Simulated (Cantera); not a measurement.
Charge: 1 mol V2O3, 1.8 mol H2, 2.1 mol N2, held at 1330 Pa.

Method: chemical equilibrium by Gibbs-energy minimisation in Cantera with the NASA 1993 tables (ideal gas, pure condensed phases). Candidate condensed phases: H2O, V, VN, VO, V2O3, V2O4, V2O5; 28 gas species. Mutual solubility and eutectic melting of coexisting phases are not modelled. VN: taken at fixed stoichiometry. Condensed phases not in the tables: the oxides between V2O3 and V2O5 other than VO2, V2N. Rates play no part.

### Question
At 950 °C, list the 3 most abundant gas species with their mole fractions, and the condensed phases.

### Answer
N2 0.538, H2 0.461, H2O 0.000847. Condensed: VN(s) + V2O3(s).
